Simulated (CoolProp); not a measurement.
A single-stage vapour-compression cycle with C3F8 (R218): evaporating at 285.15 K (dew point), condensing at 305.15 K (bubble point), superheat 8 K, subcooling 0 K, compressor efficiency 0.8, no pressure losses. Each further row changes one setting.

Values from CoolProp's reference Helmholtz-energy equation of state, Lemmon 2006. It is a short technical equation, of lower accuracy than the large ones.

```
case                              cooling COP  pressure ratio  discharge temperature (K)  refrigerating effect (kJ/kg)  volumetric capacity (kJ/m³)
--------------------------------  -----------  --------------  -------------------------  ----------------------------  ---------------------------
as stated                                9.28            1.73                      308.8                          67.7                         3720
evaporating temperature 290.15 K         13.1            1.50                      309.9                          70.7                         4510
condensing temperature 300.15 K          13.1            1.52                      304.8                          73.6                         4050
subcooling 5 K                           10.1            1.73                      308.8                          73.7                         4050
superheat 18 K                           9.81            1.73                      318.2                          76.4                         3960
compressor efficiency 0.7                8.12            1.73                      309.8                          67.7                         3720
```
